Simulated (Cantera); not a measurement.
Source: NASA polynomial tables (part measured, part estimated), evaluated in Cantera. Values are per mole of reaction as written; species without (g) are pure solids or liquids, kept so even where they would boil at 1 bar.

**Question.** Between 423 and 548 K, where is each reaction favourable under standard conditions?
- 3 TiCl₄ + Ti = 4 TiCl₃(g)

**Answer.** 
- 3 TiCl₄ + Ti = 4 TiCl₃(g): ΔG° is 56 kJ at 423 K and 6 kJ at 548 K; it stays positive (K < 1). ΔH° is 218 kJ and ΔS° 387 J/K at 548 K.
